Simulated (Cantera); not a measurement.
A freely propagating, adiabatic, planar premixed flame of H₂ : O₂ : N₂ = 1 : 0.833 : 2.17 (molar parts), unburnt at 600 K and 2.27 atm; mixture-averaged transport, grid criteria slope 0.08 and curve 0.16, no radiation.

Computed with Cantera and the H2/O2 subset of GRI-Mech 3.0, which has no nitrogen chemistry. The hydrogen kinetics of GRI-Mech 3.0 are dated; newer H2 mechanisms differ, most at raised pressure. Burning velocities carry a grid error of a few per cent, more on coarse grids. Lean hydrogen flames are cellular in practice and burn faster than this planar one.

Problem. Predict: laminar burning velocity; thermal thickness; peak x(O); peak x(OH); peak x(HO₂); peak x(H).

Solution. 
```json
{
  "laminar_burning_velocity": "617 cm/s",
  "thermal_thickness": "0.133 mm",
  "peak x(O)": "0.0162",
  "peak x(OH)": "0.0208",
  "peak x(HO₂)": "0.000671",
  "peak x(H)": "0.0244"
}
```
